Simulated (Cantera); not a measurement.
A closed system holds: 1 mol TEOS, 9.3 mol O2, 1.1 mol H2, held at 1252 °C and 0.133 bar.

Cantera equilibrium calculation (NASA polynomials, part measured and part estimated; ideal gas, pure solids and liquids). Candidate condensed phases: C, C6H6, C7H8, C8H18, H2O, Si, SiC, SiO2; 123 gas species. The feed counts by its element totals alone. The tables hold silica as quartz up to 1696 K and as liquid above; real silica turns to tridymite and cristobalite and melts near 1996 K. Gases not in the tables: Si(OH)4. Equilibrium is a limit: real reactors are often held back by kinetics, nucleation or transport.

Base state: H2O 0.437, CO2 0.222, CO 0.197, H2 0.144, H 2.46e-5 (mole fractions); condensed: SiO2(β-quartz).

Problem. What changes in the equilibrium state with this change: O2 from 9.3 to 18 mol?

Solution. 
```tsv
species	before	after
H2O	0.437	0.452
CO2	0.222	0.326
O2	<1e-9	0.222
CO	0.197	1.34e-5
H2	0.144	6.91e-6
OH	2.32e-6	0.000346
H	2.46e-5	1.70e-7
SiO2(β-quartz), mol	1.00	1.00
```

Problem. What changes in the equilibrium state with this change: 1.5 mol NH3 added?

Solution. 
```
species               before    after
-------------------  -------  -------
H2O                    0.437    0.411
CO                     0.197    0.202
H2                     0.144    0.193
CO2                    0.222    0.160
N2                         0   0.0339
H                    2.46e-5  2.85e-5
SiO2(β-quartz), mol     1.00     1.00
```
Further candidate phases: Si2N2O, Si3N4.
